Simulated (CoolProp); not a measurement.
Model: reference Helmholtz-energy equation of state, Smukala 2000, in CoolProp.

Task: Give the vapour pressure (bar), liquid density (kg/m³), vapour density (kg/m³), liquid cp (kJ/(kg K)) of saturated ethylene at 223.6, 232.9 K.

Result: 
```
T (K)  p (bar)  liquid density (kg/m³)  vapour density (kg/m³)  liquid cp (kJ/(kg K))
-----  -------  ----------------------  ----------------------  ---------------------
223.6     10.8                     480                    19.7                   2.74
232.9     14.4                     461                    26.5                   2.89
```
